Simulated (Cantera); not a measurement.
Gas mixture: CH3OH : NH3 : C3H8 : C2H6 = 0.89 : 0.73 : 0.51 : 0.22 (molar parts), at 0.000560 bar, frozen composition.

Cantera's kinetic-theory transport with the Lennard-Jones parameters of GRI-Mech 3.0, ideal gas; thermal conductivity in the mixture-averaged form. Polar gases are described roughly by these parameters. The composition is frozen, though it would react at the higher temperatures.

D: mixture-averaged diffusion coefficient of that species in the mixture.

```
T (K)  ρ (kg/m³)  cp (J/kg/K)  μ (µPa s)  λ (mW/m/K)     Pr  D (cm²/s) NO  D (cm²/s) N2  D (cm²/s) OH
-----  ---------  -----------  ---------  ----------  -----  ------------  ------------  ------------
400     0.000502         1945       12.6        33.8  0.728           476           484           742
600     0.000335         2545       18.6        63.8  0.741           987          1000          1530
800     0.000251         3014       24.0        96.8  0.747          1630          1660          2510
1000    0.000201         3385          …           …  0.750             …             …             …
1200    0.000167         3659       33.3         163  0.748          3260          3320          5000
1400    0.000143         3882          …           …  0.746             …             …             …
```

Fill in the missing entries.


- 1000, μ (µPa s): 28.8
- 1000, λ (mW/m/K): 130
- 1000, D (cm²/s) NO: 2390
- 1000, D (cm²/s) N2: 2430
- 1000, D (cm²/s) OH: 3680
- 1400, μ (µPa s): 37.4
- 1400, λ (mW/m/K): 195
- 1400, D (cm²/s) NO: 4230
- 1400, D (cm²/s) N2: 4300
- 1400, D (cm²/s) OH: 6480
